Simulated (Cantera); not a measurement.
Input: 1 mol SiO2, 20 mol Cl2, 1.3 mol N2, at 602 °C and 1.90 mbar.

These are equilibrium values from Cantera (NASA tables, ideal gas, pure condensed phases), not measurements of a reactor. Candidate condensed phases: Si, SiO2, Si2N2O, Si3N4; 23 gas species. Kinetics and transport are ignored.

Base state: Cl2 0.938, N2 0.0610, Cl 0.00102 (mole fractions); condensed: SiO2(β-quartz).

**Question.** What changes in the equilibrium state with this change: temperature from 602 °C to 352 °C?

**Answer.** 
```
species               before    after
-------------------  -------  -------
Cl2                    0.938    0.939
N2                    0.0610   0.0610
Cl                   0.00102  1.16e-6
SiO2(β-quartz), mol    1.000        0
SiO2(α-quartz), mol        0     1.00
```
